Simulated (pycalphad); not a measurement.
Effect of Si content in Al-Si

CALPHAD calculation (pycalphad, COST 507 light-alloy database (1999)), 1 atm. The database dates from 1999; later assessments differ in places, in temperatures and in the compounds included. Phase fractions are per mole of atoms.

```json
[
 {"alloy": "Al-22.23Si (at.%)", "liquidus (°C)": "___", "first solid": "diamond (Si)", "solidus (°C)": "577", "phases at 577 °C": "___"},
 {"alloy": "Al-66.67Si (at.%)", "liquidus (°C)": "1215", "first solid": "diamond (Si)", "solidus (°C)": "577", "phases at 577 °C": "diamond (Si) 0.66, fcc 0.34"},
 {"alloy": "Al-88.9Si (at.%)", "liquidus (°C)": "1359", "first solid": "diamond (Si)", "solidus (°C)": "577", "phases at 577 °C": "diamond (Si) 0.89, fcc 0.11"}
]
```

Problem. Some entries are withheld; supply them.

Solution. 
- Al-22.23Si (at.%), liquidus (°C): 729
- Al-22.23Si (at.%), phases at 577 °C: fcc 0.79, diamond (Si) 0.21
